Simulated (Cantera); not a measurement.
A freely propagating, adiabatic, planar premixed flame of CO : H2 : O2 : N2 = 1 : 0.21 : 0.504 : 1.9 (molar parts), equivalence ratio 1.2, unburnt at 375 K and 150000 Pa; mixture-averaged transport, grid criteria slope 0.08 and curve 0.16, no radiation.

Detailed kinetics in Cantera: GRI-Mech 3.0 (53 species, 325 reactions). Burning velocities carry a grid error of a few per cent, more on coarse grids.

**Question.** What does this change do: inlet temperature 375 to 675 K?

**Answer.** 
```
quantity                    before     after
------------------------  --------  --------
laminar burning velocity  108 cm/s  319 cm/s
thermal thickness         0.351 mm  0.462 mm
peak x(OH)                 0.00724   0.00926
```

**Question.** What does this change do: N2 1.9 to 1.4 parts?

**Answer.** 
```
quantity                    before     after
------------------------  --------  --------
laminar burning velocity  108 cm/s  143 cm/s
thermal thickness         0.351 mm  0.311 mm
peak x(OH)                 0.00724    0.0106
```
